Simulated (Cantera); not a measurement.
Input (Python, Cantera):

```python
import numpy as np
import cantera as ct

gas = ct.Solution("gri30.yaml")
gas.TPX = 325, 150000, {'CH4': 1, 'H2': 0.24, 'O2': 2.59, 'N2': 9.72, 'CO2': 0.38}
flame = ct.FreeFlame(gas, width=0.03)
flame.set_refine_criteria(ratio=3, slope=0.08, curve=0.16)
flame.transport_model = "mixture-averaged"
flame.solve(loglevel=0, auto=True)
z, T = flame.grid, flame.T
thick = (T[-1] - T[0]) / np.gradient(T, z).max()
show = ['CH4', 'H2', 'O2', 'CH2', 'HCN', 'H']
print(f"laminar burning velocity  {flame.velocity[0] * 100:.3f} cm/s")
print(f"burnt temperature         {T[-1]:.1f} K")
print(f"thermal thickness         {thick * 1e3:.4f} mm")
print(f"grid points               {len(z)}")
z0 = z[flame.heat_release_rate.argmax()]
print(f"{'z/mm':>9s}{'T/K':>9s}{'u/(m/s)':>9s}" + "".join(f"{s:>11s}" for s in show))
rows = []
for k in (-3, -2, -1.5, -1, -0.5, -0.25, 0, 0.25, 0.5, 1, 2, 4, 8):
    zz = z0 + k * thick
    rows.append([k * thick, np.interp(zz, z, T), np.interp(zz, z, flame.velocity),
                 *(np.interp(zz, z, flame.X[gas.species_index(s)]) for s in show)])
    print(f"{rows[-1][0] * 1e3:9.3f}{rows[-1][1]:9.1f}{rows[-1][2]:9.3f}" + "".join(f"{x:11.3e}" for x in rows[-1][3:]))
```

Output:

```
laminar burning velocity  26.164 cm/s
burnt temperature         1995.2 K
thermal thickness         0.4021 mm
grid points               135
     z/mm      T/K  u/(m/s)        CH4         H2         O2        CH2        HCN          H
   -1.206    325.2    0.262  7.180e-02  1.694e-02  1.860e-01  2.061e-21  3.129e-12  1.442e-16
   -0.804    327.7    0.264  7.170e-02  1.634e-02  1.860e-01  4.483e-18  9.642e-11  2.864e-14
   -0.603    338.4    0.272  7.117e-02  1.556e-02  1.855e-01  4.825e-16  7.484e-10  8.721e-13
   -0.402    417.8    0.336  6.704e-02  1.402e-02  1.804e-01  3.631e-13  1.033e-08  3.489e-10
   -0.201    830.4    0.673  4.558e-02  1.183e-02  1.469e-01  1.054e-08  1.074e-07  8.691e-06
   -0.101   1217.9    0.991  2.447e-02  1.072e-02  1.102e-01  9.838e-07  2.445e-07  1.630e-04
    0.000   1582.2    1.289  4.908e-03  8.450e-03  6.962e-02  1.374e-05  4.364e-07  1.159e-03
    0.101   1730.4    1.405  2.005e-04  5.100e-03  4.957e-02  2.209e-06  2.765e-07  2.059e-03
    0.201   1791.5    1.448  4.828e-06  3.839e-03  4.375e-02  7.386e-08  8.072e-08  1.923e-03
    0.402   1862.0    1.499  4.613e-09  2.890e-03  3.987e-02  9.569e-11  6.805e-09  1.221e-03
    0.804   1925.4    1.545  7.143e-14  1.730e-03  3.726e-02  2.155e-15  1.402e-10  5.082e-04
    1.608   1967.4    1.574  2.371e-18  8.124e-04  3.571e-02  3.825e-18  1.231e-12  1.533e-04
    3.217   1987.8    1.589  1.424e-19  3.566e-04  3.505e-02  9.786e-20  4.421e-14  4.371e-05
```

Cantera simulation using GRI-Mech 3.0 (53 species, 325 reactions); the numbers are that mechanism's predictions, not measurements. Burning velocities carry a grid error of a few per cent, more on coarse grids.
